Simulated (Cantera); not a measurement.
A closed system holds: 1 mol B2O3, 0.46 mol H2O, held at 1225 °C and 0.100 bar.

These are equilibrium values from Cantera (NASA tables, ideal gas, pure condensed phases), not measurements of a reactor. Candidate condensed phases: B, B2O3, B3O3H3, H2O; 23 gas species. Gases not in the tables: H3BO3. Kinetics and transport are ignored.

Base state: H2O 0.925, HBO2 0.0725, (HBO2)3 0.00131, H2 0.000401, B2O3 0.000208, O2 0.000181, OH 7.13e-5 (mole fractions); condensed: B2O3(l).

**Question.** What changes in the equilibrium state with this change: B2O3 replaced by B2H6?

**Answer.** 
```
species         before     after
------------  --------  --------
H2            0.000401     0.985
HBO            1.69e-8    0.0110
B3O3H3           <1e-9   0.00213
H2O              0.925   1.33e-5
HBO2            0.0725  0.000274
(HBO2)3        0.00131     <1e-9
B2O2             <1e-9  0.000918
B2O3(l), mol     0.982     0.130
B(s), mol            0      1.67
```
The feed counts by its element totals alone. Mutual solubility and eutectic melting of coexisting phases are not modelled.
